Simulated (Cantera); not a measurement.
Charge: 1 mol SiH4, 4.6 mol NH3, 25 mol N2, at 90.0 Torr.

Cantera equilibrium calculation (NASA polynomials, part measured and part estimated; ideal gas, pure solids and liquids). Candidate condensed phases: Si, Si3N4; 18 gas species. The tables' values for SiN are old estimates; treat these amounts as uncertain. Gases not in the tables: Si2H6 and higher silanes. Rates play no part.

log p: log10 of the partial pressure in bar; n: condensed amount in mol.

| T (°C) | log p N2 | log p H2 | log p H | log p Si | log p SiH | log p Si2N | n Si3N4(s) | n Si(l) |
|---|---|---|---|---|---|---|---|---|
| 1200 | -1.05 | -1.52 | -5.66 | -10.60 | -10.81 | <-12 | 0.333 | 0 |
| 1300 | -1.05 | -1.52 | -5.15 | -9.05 | -9.43 | -11.17 | 0.333 | 0 |
| 1400 | -1.05 | -1.52 | -4.70 | -7.68 | -8.22 | -9.43 | 0.333 | 0 |
| 1500 | -1.05 | -1.52 | [?] | [?] | [?] | [?] | 0.333 | 0 |
| 1600 | -1.05 | -1.52 | [?] | [?] | [?] | [?] | 0.333 | 0 |
| 1700 | -1.04 | -1.53 | -3.64 | -4.50 | -5.41 | -5.45 | 0 | 0.985 |
| 1800 | -1.04 | -1.53 | -3.35 | -4.00 | -5.01 | -5.09 | 0 | 0.958 |

### Question
Fill in the missing entries.

### Answer

- 1500, log p H: -4.31
- 1500, log p Si: -6.47
- 1500, log p SiH: -7.14
- 1500, log p Si2N: -7.90
- 1600, log p H: -3.95
- 1600, log p Si: -5.40
- 1600, log p SiH: -6.19
- 1600, log p Si2N: -6.53
